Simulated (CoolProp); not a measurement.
Properties of toluene at several states.

Computed with CoolProp (reference Helmholtz-energy equation of state, Lemmon 2006). It is a short technical equation, of lower accuracy than the large ones.

```tsv
T (K)	p (kPa)	phase	density (kg/m³)	Joule-Thomson coefficient (K/MPa)	isothermal compressibility (1/MPa)	viscosity (µPa s)
594.3	1080	gas	22.40	8.462	1.037	13.7
615.6	12800	supercritical	528.1	0.5568	0.01673	73.7
184.5	53.9	liquid	968.5	-0.5716	0.0004317	13000
```

Viscosity comes from a separate model (Avgeri 2015).
